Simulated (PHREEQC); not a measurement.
## Ultrapure water in contact with air or piping (model solution)

A made-up water analysis in mmol/kgw, 25 °C, pH 6.94, pe 11.6: Na 0.0018; K 0.000456; Ca 0.0025; Mg 0.000473; Cl 0.00103; S(6) 0.000724; Alkalinity (meq/kgw) 0.00607; Pb 9.1e-05; N(5) 1.13e-05; Zn 1.13e-06.

Valence states are taken as typed.

The numbers come from PHREEQC with the ion-association model, phreeqc.dat.

Each row changes one thing in this solution. Precipitation was switched off in this run.

| case | HCO3- (mol/kgw) | CO2 (mol/kgw) | Pb+2 (mol/kgw) | PbOH+ (mol/kgw) | PbCO3 (mol/kgw) | CO3-2 (mol/kgw) | SI of Pb(OH)2 (Pb(OH)2) | SI of Anglesite (PbSO4) |
|---|---|---|---|---|---|---|---|---|
| as made | 6.07e-6 | 1.56e-6 | 7.48e-8 | 1.26e-8 | 3.16e-9 | 2.51e-9 | -1.40 | -5.49 |
| temperature from 25 to 70 °C at the same typed pH | 4.94e-6 | 1.33e-6 | 7.56e-8 | 1.09e-8 | 4.11e-9 | 3.25e-9 | -0.18 | -5.69 |
| pH from 6.94 to 5.94 at the same alkalinity | 7.21e-6 | 1.85e-5 | 8.85e-8 | 1.48e-9 | 4.44e-10 | 2.98e-10 | -3.33 | -5.42 |
| pH from 6.94 to 6.64 at the same alkalinity | 6.24e-6 | 3.20e-6 | 8.19e-8 | 6.88e-9 | 1.78e-9 | 1.29e-9 | -1.96 | -5.45 |
| Pb from 9.1e-05 to 4.55e-05 mmol/kgw | 6.08e-6 | 1.56e-6 | 3.74e-8 | 6.28e-9 | 1.58e-9 | 2.52e-9 | -1.70 | -5.79 |

Away from 25 °C the constants follow the database's enthalpies or fits; those with neither stay at their 25 °C values.
